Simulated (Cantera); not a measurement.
Charge: 1 mol SiC, a varied amount of O2, 2.3 mol N2, held at 1652 °C and 7.50 Torr.

Equilibrium computed with Cantera from the NASA thermochemical tables; the gas is ideal and each condensed phase is pure. Candidate condensed phases: C, Si, SiC, SiO2, Si2N2O, Si3N4; 34 gas species. The tables hold silica as quartz up to 1696 K and as liquid above; real silica turns to tridymite and cristobalite and melts near 1996 K. Kinetics and transport are ignored.

Problem. Which condensed phases are stable at each of these points (n(O2) (mol)): 0.0013, 0.0038, 0.011, 0.031, 0.09, 0.26, 0.75, 2.2?

Solution. 
```json
[
 {"n(O2) (mol)": "0.0013", "condensed phases": "SiC(s)", "Si condensed (%)": "99.8"},
 {"n(O2) (mol)": "0.0038", "condensed phases": "SiC(s)", "Si condensed (%)": "99.5"},
 {"n(O2) (mol)": "0.011", "condensed phases": "SiC(s)", "Si condensed (%)": "98.8"},
 {"n(O2) (mol)": "0.031", "condensed phases": "SiC(s)", "Si condensed (%)": "96.8"},
 {"n(O2) (mol)": "0.09", "condensed phases": "SiC(s)", "Si condensed (%)": "90.9"},
 {"n(O2) (mol)": "0.26", "condensed phases": "SiC(s)", "Si condensed (%)": "73.9"},
 {"n(O2) (mol)": "0.75", "condensed phases": "SiC(s)", "Si condensed (%)": "24.8"},
 {"n(O2) (mol)": "2.2", "condensed phases": "SiO2(condensed)", "Si condensed (%)": "100.0"}
]
```

From 0.0013 mol O2 to 0.75 mol O2 the condensed part is SiC(s). At 2.2 mol O2 the condensed part is SiO2(condensed).
